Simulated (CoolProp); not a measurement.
R1336mzz(Z) along the isotherm 478.6 K: Z from the reference equation and from simpler models built on Tc = 444.5 K, pc = 2.904 MPa, ω = 0.386; each cubic takes its own stable root.

Values from CoolProp's reference Helmholtz-energy equation of state, McLinden 2020.

```json
[
 {"p (MPa)": "0.335", "phase": "gas", "reference": "0.9682"},
 {"p (MPa)": "0.67", "phase": "gas", "reference": "0.9353"},
 {"p (MPa)": "1.01", "phase": "gas", "reference": "0.9004"},
 {"p (MPa)": "1.34", "phase": "gas", "reference": "0.8651"},
 {"p (MPa)": "1.68", "phase": "gas", "reference": "0.8270"},
 {"p (MPa)": "2.01", "phase": "gas", "reference": "0.7881"},
 {"p (MPa)": "2.35", "phase": "gas", "reference": "0.7457"},
 {"p (MPa)": "2.68", "phase": "gas", "reference": "0.7020"},
 {"p (MPa)": "3.02", "phase": "supercritical", "reference": "0.6539"},
 {"p (MPa)": "3.35", "phase": "supercritical", "reference": "0.6037"},
 {"p (MPa)": "3.69", "phase": "supercritical", "reference": "0.5483"},
 {"p (MPa)": "4.02", "phase": "supercritical", "reference": "0.4920"},
 {"p (MPa)": "4.36", "phase": "supercritical", "reference": "0.4364"}
]
```

Q: How far does each simpler model (Soave-Redlich-Kwong, Peng-Robinson) lie from the reference over these 13 states: mean and median of the absolute difference, and the worst?

A: 
- Soave-Redlich-Kwong: mean 3.4 %, median 2.0 %, worst +13.1 % at 478.6 K and 4.36 MPa
- Peng-Robinson: mean 1.4 %, median 1.1 %, worst +6.3 % at 478.6 K and 4.36 MPa
